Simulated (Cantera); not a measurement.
An isothermal, constant-pressure homogeneous reactor starts with CH3OH : O2 : N2 = 0.006 : 0.0093 : 1 (molar parts), at 1575 K and 150000 Pa. Integrator tolerance rtol = 1e-08.

Cantera simulation using GRI-Mech 3.0 (53 species, 325 reactions); the numbers are that mechanism's predictions, not measurements. GRI-Mech 3.0 was tuned for natural gas; its chemistry of methanol as a main component is partial and can be far from experiment.

Problem. What does this change do: pressure from 150000 Pa to 790000 Pa?

Solution. 
```
quantity                                               before                                      after
------------------  -----------------------------------------  -----------------------------------------
x(CH3OH) at 2.00 s      <1e-12 (gas-phase equilibrium <1e-12)      <1e-12 (gas-phase equilibrium <1e-12)
x(O2) at 2.00 s     0.000291 (gas-phase equilibrium 0.000262)  0.000292 (gas-phase equilibrium 0.000260)
x(H2) at 2.00 s       3.25e-6 (gas-phase equilibrium 2.94e-6)    1.22e-6 (gas-phase equilibrium 1.29e-6)
x(HO2) at 2.00 s     1.02e-9 (gas-phase equilibrium 8.14e-10)    1.34e-9 (gas-phase equilibrium 1.23e-9)
x(NO) at 2.00 s       9.42e-6 (gas-phase equilibrium 6.87e-5)    6.05e-6 (gas-phase equilibrium 6.85e-5)
x(N2O) at 2.00 s      6.89e-9 (gas-phase equilibrium 5.64e-9)    1.37e-8 (gas-phase equilibrium 1.29e-8)
x(C2H4) at 2.00 s       <1e-12 (gas-phase equilibrium <1e-12)      <1e-12 (gas-phase equilibrium <1e-12)
```
